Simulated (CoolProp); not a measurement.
A Linde-Hampson liquefier for carbon monoxide: isothermal reversible compression at 200 K from 1 atm to 5 MPa, throttling to 1 atm, return gas leaving the recuperator 0 K below the feed. Each further row changes one setting.

The numbers come from the reference Helmholtz-energy equation of state, Lemmon 2006 in CoolProp. It is a short technical equation, of lower accuracy than the large ones.

```json
[
 {"case": "as stated", "liquid yield per pass": "…", "compression work (kJ/kg of gas)": "224"},
 {"case": "high pressure 10 MPa", "liquid yield per pass": "0.166", "compression work (kJ/kg of gas)": "…"},
 {"case": "warm-end temperature 230 K", "liquid yield per pass": "…", "compression work (kJ/kg of gas)": "261"},
 {"case": "warm-end gap 5 K", "liquid yield per pass": "…", "compression work (kJ/kg of gas)": "224"}
]
```

Problem. Some entries are withheld; supply them.

Solution. 
- as stated, liquid yield per pass: 0.083
- high pressure 10 MPa, compression work (kJ/kg of gas): 259
- warm-end temperature 230 K, liquid yield per pass: 0.057
- warm-end gap 5 K, liquid yield per pass: 0.069
